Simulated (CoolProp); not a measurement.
Vapour-liquid equilibrium of CHF3 (R23) (1) + R125 (2) at -56.05 °C; x and y are mole fractions of (1).

Computed with CoolProp (multi-fluid Helmholtz-energy mixture model, Penoncello 2003 and Lemmon 2005; pair parameters Bell 2016).

```
x     bubble pressure (MPa)  y at the bubble point  dew pressure at overall composition x (MPa)  liquid density (mol/L)
----  ---------------------  ---------------------  -------------------------------------------  ----------------------
0.05                0.08146                  0.208                                      0.07031                   13.08
0.2                  0.1258                  0.560                                      0.08078                     [?]
0.35                 0.1716                  0.733                                          [?]                   14.60
0.5                  0.2177                  0.834                                       0.1151                   15.47
0.65                 0.2633                    [?]                                       0.1462                   16.44
0.8                  0.3090                  0.949                                          [?]                   17.51
0.95                 0.3555                  0.988                                       0.3097                     [?]
```

Complete the blanks.


- 0.2, liquid density (mol/L): 13.80
- 0.35, dew pressure at overall composition x (MPa): 0.09494
- 0.65, y at the bubble point: 0.900
- 0.8, dew pressure at overall composition x (MPa): 0.1999
- 0.95, liquid density (mol/L): 18.72

No azeotrope shows between x = 0.05 and 0.95.

Pair parameters are fitted to limited data, so mixtures are less certain than the pure fluids.
